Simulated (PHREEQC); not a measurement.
Make-up at 30 °C: 0.12 mol/kgw MnSO4, 9.7e-05 mol/kgw MgSO4, 0.00012 mol/kgw HCl and 0.19 mol/kgw Na2SO4. Closed to the air; pH follows from the charge balance.

Model: ion-association model, phreeqc.dat, run in PHREEQC.

```json
{
  "pH": "4.71",
  "ionic_strength": "0.664 mol/kgw",
  "activity_of_water": "0.988",
  "specific_conductance": "31200 µS/cm",
  "density": "1.035 g/cm³",
  "total_alkalinity": "-0.120 meq/kg"
}
```

```tsv
species	molality	activity	log γ
Na+	0.321	0.230	-0.146
SO4-2	0.184	0.0333	-0.743
MnSO4	0.0672	0.0783	0.066
NaSO4-	0.0587	0.0396	-0.171
Mn+2	0.0528	0.0120	-0.643
Cl-	0.000115	7.22e-5	-0.201
HSO4-	9.43e-5	7.01e-5	-0.129
MgSO4	6.64e-5	7.74e-5	0.066
```

This is a speciation only: nothing precipitates in the calculation.
